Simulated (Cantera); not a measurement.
A closed system holds: 1 mol BN, 8.1 mol NF₃, 12 mol H₂, 5.7 mol Cl₂, equilibrated at 1477 °C and 4.10 Pa.

Cantera equilibrium calculation (NASA polynomials, part measured and part estimated; ideal gas, pure solids and liquids). Candidate condensed phases: B, BN, NH₄Cl; 40 gas species. The tables' values for BF₂ are old estimates; treat these amounts as uncertain. Kinetics and transport are ignored.

Base state: HF 0.556, Cl 0.228, N₂ 0.119, HCl 0.0703, BF₃ 0.0261, H 0.000315, F 0.000301, H₂ 7.50e-5 (mole fractions); condensed: gas only.

What changes in the equilibrium state with this change: Cl₂ from 5.7 to 0.63 mol?


```tsv
species	before	after
HF	0.556	0.735
N₂	0.119	0.157
HCl	0.0703	0.0368
Cl	0.228	0.00658
H₂	7.50e-5	0.0246
BF₃	0.0261	0.0331
Cl₂	3.45e-5	2.89e-8
BF	2.43e-7	5.80e-5
H	0.000315	0.00569
BF₂	7.14e-5	0.00124
F	0.000301	2.20e-5
```
